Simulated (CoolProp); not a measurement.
Vapour-liquid equilibrium of fluoroethane (R161) (1) + R1234yf (2) at 0.354 MPa; x and y are mole fractions of (1).

Computed with CoolProp (multi-fluid Helmholtz-energy mixture model, Wu 2012 and Lemmon 2022; pair parameters Bell 2016).

```json
[
 {"x": "0.05", "bubble temperature (K)": "275.8", "y at the bubble point": "0.070", "dew temperature at overall composition x (K)": "276.0", "liquid density (mol/L)": "10.43"},
 {"x": "0.15", "bubble temperature (K)": "274.4", "y at the bubble point": "0.201", "dew temperature at overall composition x (K)": "…", "liquid density (mol/L)": "10.87"},
 {"x": "0.25", "bubble temperature (K)": "273.1", "y at the bubble point": "…", "dew temperature at overall composition x (K)": "…", "liquid density (mol/L)": "11.33"},
 {"x": "0.35", "bubble temperature (K)": "271.9", "y at the bubble point": "…", "dew temperature at overall composition x (K)": "272.8", "liquid density (mol/L)": "11.83"},
 {"x": "0.45", "bubble temperature (K)": "270.9", "y at the bubble point": "0.528", "dew temperature at overall composition x (K)": "271.7", "liquid density (mol/L)": "12.35"},
 {"x": "0.55", "bubble temperature (K)": "269.9", "y at the bubble point": "0.621", "dew temperature at overall composition x (K)": "270.6", "liquid density (mol/L)": "12.91"},
 {"x": "0.65", "bubble temperature (K)": "269.1", "y at the bubble point": "0.708", "dew temperature at overall composition x (K)": "269.7", "liquid density (mol/L)": "13.52"},
 {"x": "0.75", "bubble temperature (K)": "…", "y at the bubble point": "0.792", "dew temperature at overall composition x (K)": "268.7", "liquid density (mol/L)": "…"},
 {"x": "0.85", "bubble temperature (K)": "267.7", "y at the bubble point": "…", "dew temperature at overall composition x (K)": "267.9", "liquid density (mol/L)": "14.86"},
 {"x": "0.95", "bubble temperature (K)": "267.2", "y at the bubble point": "0.958", "dew temperature at overall composition x (K)": "267.2", "liquid density (mol/L)": "15.61"}
]
```

### Question
Some entries are withheld; supply them.

### Answer

- 0.15, dew temperature at overall composition x (K): 274.9
- 0.25, y at the bubble point: 0.320
- 0.25, dew temperature at overall composition x (K): 273.9
- 0.35, y at the bubble point: 0.429
- 0.75, bubble temperature (K): 268.4
- 0.75, liquid density (mol/L): 14.16
- 0.85, y at the bubble point: 0.875

No azeotrope shows between x = 0.05 and 0.95.

Pair parameters are fitted to limited data, so mixtures are less certain than the pure fluids.
